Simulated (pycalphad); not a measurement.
Source of the numbers: pycalphad with the COST 507 light-alloy database (1999); pressure 1 atm. The data set is of 1999 and partly superseded. Phase fractions are per mole of atoms. Kinetics are ignored, which matters at the lower temperatures.

Q: Give the equilibrium state of Ti-0.29C (at.%) at 700 K.

A: 
```
T = 700.00 K, P = 101325 Pa, N = 1 mol of atoms
G = -27353 J/mol, H = 10582 J/mol, S = 54.19 J/(mol K)  (SER reference)
chemical potentials (J/mol): Ti -26765, C -229628
phase             fraction      x(Ti)       x(C)
HCP_A3              0.9954     0.9988     0.0012
FCC_A1              0.0046     0.6370     0.3630
```

FCC_A1 is fcc; HCP_A3 is hcp. The fcc model also describes the rock-salt carbide or nitride (TiC, TiN, HfC).
